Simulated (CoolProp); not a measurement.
Properties of cis-2-butene at several states.

Values from CoolProp's reference Helmholtz-energy equation of state, Lemmon 2005. It is a short technical equation, of lower accuracy than the large ones.

```tsv
T (K)	p (kPa)	phase	density (kg/m³)	Joule-Thomson coefficient (K/MPa)	isothermal compressibility (1/MPa)	expansivity (1/kK)	fugacity coefficient
477.3	31.9	gas	0.4519	6.709	31.41	2.109	0.9981
326.6	41.2	gas	0.8589	?	24.49	3.157	0.9912
460.3	24000	supercritical	?	0.06522	?	2.360	0.2859
511.3	20000	supercritical	?	?	0.01758	?	?
```

Question: What belongs in the gaps?

Answer: 
- 326.6, Joule-Thomson coefficient (K/MPa): 23.29
- 460.3, density (kg/m³): 478.8
- 460.3, isothermal compressibility (1/MPa): 0.007454
- 511.3, density (kg/m³): 396.3
- 511.3, Joule-Thomson coefficient (K/MPa): 0.5895
- 511.3, expansivity (1/kK): 3.338
- 511.3, fugacity coefficient: 0.4380
